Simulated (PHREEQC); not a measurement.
Consider water at 25 °C with 1.3 mmol/kgw NiCl2, 19 mmol/kgw H3BO3 and 74 mmol/kgw HCl. Closed to the air; pH follows from the charge balance.

Model: ion-association model, wateq4f.dat, run in PHREEQC.

```
Property                  Result
----------------  --------------
pH                          1.21
ionic strength    0.0777 mol/kgw
total alkalinity    -74.0 meq/kg
```

```csv
species,molality,activity,log γ
Cl-,0.0765,0.0599,-0.106
H+,0.0740,0.0618,-0.078
H3BO3,0.0190,0.0193,0.008
Ni+2,0.00119,0.000479,-0.397
NiCl+,9.04e-5,7.20e-5,-0.099
NiCl2,1.54e-5,1.56e-5,0.008
```

No solid was allowed to form. Complexes and solids missing from the database can't appear.
